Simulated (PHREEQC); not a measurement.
A column of 0.2 m (40 cells, dispersivity 0.007 m, 720 s a shift, diffusion coefficient 3e-10 m²/s) holds 0.08 eq of the database's cation exchanger X per kg of pore water, first in equilibrium with 0.026 mol/kgw (NH4)2SO4, 0.019 mol/kgw NaCl and 1e-05 mol/kgw HCl. It is flushed with 72 mmol/kgw NH4Cl, 1.4 mmol/kgw Na2SO4 and 0.01 mmol/kgw HCl, at 25 °C. Values are for the last cell. No CO2 enters from the air. Precipitation was switched off in this run.

Base run: PHREEQC, ion-association model, phreeqc.dat. Each further column changes one thing. The table gives Na in solution (mol/kgw).

```tsv
pore volumes	base	dispersivity from 0.007 to 0.014 m
0	0.0190	0.0190
0.4625	0.0190	0.0190
1.062	0.0165	(withheld)
1.512	0.00773	(withheld)
1.962	0.00375	(withheld)
2.413	0.00294	(withheld)
3.013	0.00281	(withheld)
3.462	0.00280	(withheld)
3.913	0.00280	0.00281
4.513	0.00280	0.00280
4.963	0.00280	0.00280
```

### Question
Some entries are withheld; supply them.

### Answer

- 1.062, dispersivity from 0.007 to 0.014 m: 0.0148
- 1.512, dispersivity from 0.007 to 0.014 m: 0.00814
- 1.962, dispersivity from 0.007 to 0.014 m: 0.00463
- 2.413, dispersivity from 0.007 to 0.014 m: 0.00336
- 3.013, dispersivity from 0.007 to 0.014 m: 0.00291
- 3.462, dispersivity from 0.007 to 0.014 m: 0.00283
